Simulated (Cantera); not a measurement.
A Cantera script and what it prints.

```python
import numpy as np
import cantera as ct

gas_names = """
    N NO NO2 NO3 N2 N2O O O2 O3 Si SiN SiO SiO2 Si2 Si2N Si3
""".split()
cond_names = """
    Si(cr) Si(L) SiO2(Lqz) SiO2(hqz) SiO2(L) Si2N2O(s) Si3N4(a)
""".split()


# ... load() reads the species with a 1 bar reference pressure and builds the phases ...
atoms = {
    'Si': {'Si': 1},
    'O2': {'O': 2},
    'N2': {'N': 2},
}
top_T = {'Si2N2O(s)': 2100, 'Si3N4(a)': 2400}  # K; cautious upper limits of use, not melting points


# ... equilibrate(T, P, feed) seeds the gas with the atoms and calls Mixture.equilibrate('TP', solver="vcs", rtol=1e-11, max_steps=5000) ...
results = []
feed = {'Si': 1, 'O2': 0.069, 'N2': 12}  # mol
T = 1825  # K
P = 1333.22  # Pa
mix = equilibrate(T, P, feed)
results.append((T, P, feed, dict(zip(mix.species_names, mix.species_moles))))
x = sorted(zip(gas.X, gas.species_names), reverse=True)
print(f"T = {T:g} K  P = {P:g} Pa  gas = {mix.phase_moles(0):.4g} mol")
print("   x: " + "  ".join(f"{s} {v:.3e}" for v, s in x if v > 0.0001))
print("   condensed (mol): " + ("  ".join(f"{mix.phase(i).name} {mix.phase_moles(i):.4g}"
      for i in range(1, mix.n_phases) if mix.phase_moles(i) > 1e-12) or "none"))
```

Output:

```
T = 1825 K  P = 1333.22 Pa  gas = 11.57 mol
   x: N2 9.877e-01  SiO 1.193e-02  Si 3.410e-04
   condensed (mol): Si3N4(a) 0.2857
```

These are equilibrium values from Cantera (NASA tables, ideal gas, pure condensed phases), not measurements of a reactor. The tables' values for SiN are old estimates; treat these amounts as uncertain.
